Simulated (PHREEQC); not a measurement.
NaOH is added in steps, without added water, to 1 kg of water holding 0.11 mol/kgw CuCl2, 0.0094 mol/kgw HNO3 and 0.023 mol/kgw NaCl, at 72 °C. O2 is buffered at 0.21 atm. The system is closed to CO2. Solids allowed: Cu(OH)2, Atacamite, Cu2(OH)3NO3, Halite. Others were left out.

Base run: PHREEQC, ion-association model, wateq4f.dat. Each further column changes one thing. The table gives CuCl+ (mol/kgw).

| NaOH added (mol) | base | temperature from 72 to 65 °C | 0.16 mol/kgw KCl added | no solid may form |
|---|---|---|---|---|
| 0 | 0.0530 | 0.0472 | 0.0628 | 0.0530 |
| 0.025 | 0.0479 | 0.0427 | 0.0568 | 0.0461 |
| 0.05625 | 0.0382 | 0.0340 | ___ | 0.0317 |
| 0.08125 | 0.0303 | 0.0270 | 0.0357 | 0.0195 |
| 0.1125 | 0.0203 | 0.0180 | 0.0238 | 0.00368 |
| 0.1375 | 0.0122 | 0.0108 | 0.0142 | 2.44e-5 |
| 0.1688 | 0.00187 | 0.00166 | 0.00218 | 6.01e-6 |
| 0.1938 | 7.91e-9 | 4.68e-9 | 5.08e-9 | 2.41e-6 |
| 0.225 | 7.09e-9 | 4.19e-9 | 4.78e-9 | ___ |
| 0.25 | 0 | 0 | ___ | 4.40e-9 |

Fill in the missing entries.


- 0.05625, 0.16 mol/kgw KCl added: 0.0451
- 0.225, no solid may form: 3.21e-7
- 0.25, 0.16 mol/kgw KCl added: 1.81e-14

At this temperature some constants are extrapolated from 25 °C, and those without enthalpy data are left unchanged. The database's constant for dissolved Cu(OH)2 is higher than later reviews accept. In at least one series the solution becomes supersaturated in solids that the run did not let form, among them Cu(OH)2, Atacamite, Cu2(OH)3NO3.
